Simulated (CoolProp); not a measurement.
R407C at several states: density (kg/m³) from the reference equation and from simpler models built on Tc = 359.3 K, pc = 4.632 MPa, ω = 0.363; each cubic takes its own stable root.

The numbers come from the reference Helmholtz-energy equation of state, Lemmon 2003 in CoolProp. It is a pseudo-pure fit of the blend.

```
T (K)  p (MPa)   phase  reference  Soave-Redlich-Kwong  Peng-Robinson
-----  -------  ------  ---------  -------------------  -------------
218.8    0.022     gas      1.055                1.050          1.051
417.3    0.332     gas      8.377                8.365          8.385
379.9      1.1     gas      32.43                32.24              ?
301.1     26.5  liquid       1247                    ?              ?
240.9     4.82  liquid          ?                    ?              ?
335.1    0.381     gas      12.28                12.24          12.28
```

Complete the blanks.


- 379.9, Peng-Robinson: 32.53
- 301.1, Soave-Redlich-Kwong: 1131
- 301.1, Peng-Robinson: 1269
- 240.9, reference: 1358
- 240.9, Soave-Redlich-Kwong: 1217
- 240.9, Peng-Robinson: 1373
